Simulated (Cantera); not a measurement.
An isothermal, constant-pressure homogeneous reactor starts with 11.1 % H2, 85.4 % O2, 3.50 % H2O, equivalence ratio 0.065, at 1350 K and 0.00940 bar.

Model: the H2/O2 subset of GRI-Mech 3.0, which has no nitrogen chemistry, integrated in Cantera. Radical loss at walls, strong at low pressure, is not modelled. The temperature is held fixed by assumption; the heat of reaction is taken as removed at once.

x: mole fraction; the columns are a selection and need not sum to one.

```csv
t (s),x H2,x O2,x H2O,x O,x H2O2
3.00e-6,0.111,0.854,0.0350,8.72e-11,<1e-12
9.03e-6,0.111,0.854,0.0350,7.39e-10,<1e-12
2.72e-5,0.111,0.854,0.0350,5.70e-9,6.08e-12
8.18e-5,0.111,0.854,0.0350,4.14e-8,5.47e-11
0.000246,0.111,0.854,0.0350,5.59e-7,4.83e-10
0.000742,0.110,0.853,0.0355,0.000264,___
0.00223,0.00471,0.776,0.123,0.0592,1.29e-7
0.00672,0.00429,0.782,0.126,0.0545,1.29e-7
0.0202,0.00343,0.796,0.133,0.0421,1.31e-7
0.0609,0.00177,0.821,0.144,0.0206,___
0.183,0.000408,0.839,0.152,0.00463,___
0.552,5.73e-5,0.844,0.154,0.000645,___
1.66,8.88e-6,0.845,0.154,0.000100,___
5.00,1.81e-6,0.845,0.154,2.05e-5,___
```

Some entries are withheld; supply them.


- 0.000742, x H2O2: 4.57e-9
- 0.0609, x H2O2: 1.19e-7
- 0.183, x H2O2: 7.15e-8
- 0.552, x H2O2: 2.75e-8
- 1.66, x H2O2: 9.07e-9
- 5.00, x H2O2: 3.06e-9
